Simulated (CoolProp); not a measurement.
R407C at 293.15 K and 0.494 MPa is throttled through a valve to 0.0886 MPa with no heat exchange. Each further row changes one setting.

Values from CoolProp's reference Helmholtz-energy equation of state, Lemmon 2003. It is a pseudo-pure fit of the blend.

```
case                        temperature change (K)  final density (kg/m³)
--------------------------  ----------------------  ---------------------
as stated                                     -9.6                   3.30
outlet pressure 0.0266 MPa                   -11.2                  0.983
outlet pressure 0.115 MPa                     -9.0                   4.29
```
